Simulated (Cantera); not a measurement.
Stirred combustor or abatement burner

A perfectly stirred reactor is fed with CO : H2 : CH4 : O2 : N2 : H2O = 1 : 0.38 : 0.17 : 0.687 : 2.58 : 1.1 (molar parts), equivalence ratio 1.5, at 120000 Pa; it is adiabatic with a 398 K inlet, and is followed from long to short residence time, starting on the burning branch (τ in s: 0.065, 0.031, 0.015, 0.0069, 0.0032, 0.0015, 0.00072, 0.00034, 0.00016, 7.6e-05, 3.6e-05).

Computed with Cantera and GRI-Mech 3.0 (53 species, 325 reactions).

```tsv
τ (s)	T (K)	x CO	x H2	x CH4	x C2H6	x H	x HO2
0.065	1904	0.0810	0.0419	1.36e-5	4.16e-10	0.00143	1.01e-7
0.031	1897	0.0810	0.0419	1.57e-5	5.84e-10	0.00201	1.95e-7
0.015	1888	0.0811	0.0420	1.91e-5	8.14e-10	0.00279	3.57e-7
0.0069	1874	0.0812	0.0421	2.53e-5	1.20e-9	0.00392	6.56e-7
0.0032	1853	0.0815	0.0423	3.61e-5	1.88e-9	0.00545	1.16e-6
0.0015	1824	0.0822	0.0425	5.52e-5	3.24e-9	0.00742	1.99e-6
0.00072	1786	0.0837	0.0426	9.04e-5	6.31e-9	0.00980	3.30e-6
0.00034	1735	0.0867	0.0424	0.000165	1.51e-8	0.0125	5.58e-6
0.00016	1664	0.0939	0.0409	0.000352	4.96e-8	0.0147	1.01e-5
7.6e-5	1540	0.117	0.0358	0.00120	4.62e-7	0.0120	2.56e-5
3.6e-5	398	0.169	0.0642	0.0287	<1e-12	<1e-12	<1e-12
```
x: mole fraction; the columns are a selection and need not sum to one.
